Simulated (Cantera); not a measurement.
Feed: 1 mol MgO, 3.4 mol HF, 0.46 mol N2, equilibrated at 1.13 Torr.

Method: chemical equilibrium by Gibbs-energy minimisation in Cantera with the NASA 1993 tables (ideal gas, pure condensed phases). Candidate condensed phases: H2O, Mg, MgF2, MgO, Mg(OH)2; 50 gas species. Mutual solubility and eutectic melting of coexisting phases are not modelled. The numbers say what is thermodynamically allowed, not how fast it happens.

x: gas mole fraction; n: condensed amount in mol.

```json
[
 {"T (°C)": "727", "x HF": "0.490", "x H2O": "0.350", "x N2": "0.161", "x MgF2": "9.73e-9", "x H2": "…", "x O2": "5.23e-7", "n MgF2(s)": "1.00", "n MgO(s)": "0"},
 {"T (°C)": "827", "x HF": "0.490", "x H2O": "0.350", "x N2": "0.161", "x MgF2": "6.33e-7", "x H2": "…", "x O2": "3.17e-6", "n MgF2(s)": "1.000", "n MgO(s)": "0"},
 {"T (°C)": "927", "x HF": "0.489", "x H2O": "0.350", "x N2": "0.161", "x MgF2": "2.01e-5", "x H2": "…", "x O2": "1.42e-5", "n MgF2(s)": "1.000", "n MgO(s)": "0"},
 {"T (°C)": "1027", "x HF": "0.717", "x H2O": "0.146", "x N2": "0.137", "x MgF2": "0.000368", "x H2": "…", "x O2": "2.82e-5", "n MgF2(s)": "0.492", "n MgO(s)": "0.507"},
 {"T (°C)": "1127", "x HF": "0.823", "x H2O": "0.0477", "x N2": "0.124", "x MgF2": "0.00437", "x H2": "…", "x O2": "3.94e-5", "n MgF2(s)": "0.161", "n MgO(s)": "0.823"},
 {"T (°C)": "1227", "x HF": "0.834", "x H2O": "0.0232", "x N2": "0.119", "x MgF2": "0.0233", "x H2": "…", "x O2": "6.23e-5", "n MgF2(s)": "0", "n MgO(s)": "0.910"},
 {"T (°C)": "1327", "x HF": "0.812", "x H2O": "0.0336", "x N2": "0.119", "x MgF2": "0.0340", "x H2": "…", "x O2": "0.000184", "n MgF2(s)": "0", "n MgO(s)": "0.869"},
 {"T (°C)": "1427", "x HF": "0.786", "x H2O": "0.0458", "x N2": "0.119", "x MgF2": "0.0471", "x H2": "…", "x O2": "0.000478", "n MgF2(s)": "0", "n MgO(s)": "0.818"},
 {"T (°C)": "1527", "x HF": "0.754", "x H2O": "0.0593", "x N2": "0.119", "x MgF2": "0.0623", "x H2": "…", "x O2": "0.00112", "n MgF2(s)": "0", "n MgO(s)": "0.758"},
 {"T (°C)": "1627", "x HF": "0.717", "x H2O": "0.0730", "x N2": "0.118", "x MgF2": "0.0791", "x H2": "…", "x O2": "0.00241", "n MgF2(s)": "0", "n MgO(s)": "0.689"}
]
```

Q: Fill in the missing entries.

A: 
- 727, x H2: 1.09e-6
- 827, x H2: 6.68e-6
- 927, x H2: 3.04e-5
- 1027, x H2: 6.17e-5
- 1127, x H2: 8.86e-5
- 1227, x H2: 0.000143
- 1327, x H2: 0.000424
- 1427, x H2: 0.00109
- 1527, x H2: 0.00247
- 1627, x H2: 0.00500
